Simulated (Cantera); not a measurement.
Feed: 1 mol Si, 3.3 mol HCl, 6.3 mol H₂, at 0.133 bar.

These are equilibrium values from Cantera (NASA tables, ideal gas, pure condensed phases), not measurements of a reactor. Candidate condensed phases: Si; 19 gas species. The tables' values for SiCl₃, SiCl are old estimates; treat these amounts as uncertain. Gases not in the tables: Si₂H₆ and higher silanes. Equilibrium is a limit: real reactors are often held back by kinetics, nucleation or transport.

log p: log10 of the partial pressure in bar; n: condensed amount in mol.

| T (°C) | log p H₂ | log p HCl | log p SiCl₂ | log p SiCl₄ | log p SiHCl₃ | log p SiCl₃ | n Si(s) | n Si(l) |
|---|---|---|---|---|---|---|---|---|
| 227 | -0.92 | -6.38 | -12.49 | -2.03 | -2.37 | -9.27 | 0.103 | 0 |
| 327 | -0.92 | -5.12 | -9.67 | -2.02 | -2.38 | -7.42 | 0.105 | 0 |
| 427 | -0.92 | -4.23 | -7.67 | -2.02 | -2.40 | -6.10 | 0.108 | 0 |
| 527 | -0.92 | -3.56 | -6.18 | -2.02 | -2.42 | -5.12 | 0.114 | 0 |
| 627 | -0.92 | -3.04 | -5.03 | -2.02 | -2.45 | -4.36 | 0.126 | 0 |
| 727 | -0.93 | -2.64 | -4.12 | -2.03 | -2.47 | -3.77 | 0.148 | 0 |
| 827 | -0.94 | -2.32 | -3.40 | -2.08 | -2.52 | -3.31 | 0.179 | 0 |
| 927 | -0.95 | ? | ? | ? | ? | -2.97 | 0.204 | 0 |
| 1027 | -0.96 | -1.90 | -2.40 | -2.37 | -2.77 | -2.77 | 0.196 | 0 |
| 1127 | -0.98 | -1.79 | -2.13 | -2.71 | -3.05 | -2.73 | 0.150 | 0 |
| 1227 | -0.99 | -1.74 | -1.99 | -3.20 | -3.43 | -2.85 | 0.100 | 0 |
| 1327 | -0.99 | -1.73 | -1.93 | ? | ? | -3.03 | ? | 0 |
| 1427 | -0.99 | -1.73 | -1.90 | -4.26 | -4.24 | -3.23 | 0 | 0.0516 |

Problem. Fill in the missing entries.

Solution. 
- 927, log p HCl: -2.07
- 927, log p SiCl₂: -2.82
- 927, log p SiCl₄: -2.17
- 927, log p SiHCl₃: -2.61
- 1327, log p SiCl₄: -3.74
- 1327, log p SiHCl₃: -3.84
- 1327, n Si(s): 0.0677
